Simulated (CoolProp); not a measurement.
Model: reference Helmholtz-energy equation of state, Marx 1992, in CoolProp.

Problem. Give the vapour pressure (kPa), enthalpy of vaporisation (kJ/kg), vapour Z of saturated R113 at 318.3, 324.6, 332.9 K.

Solution. 
```csv
T (K),p (kPa),enthalpy of vaporisation (kJ/kg),vapour Z
318.3,93.4,145,0.961
324.6,115,143,0.955
332.9,149,140,0.946
```
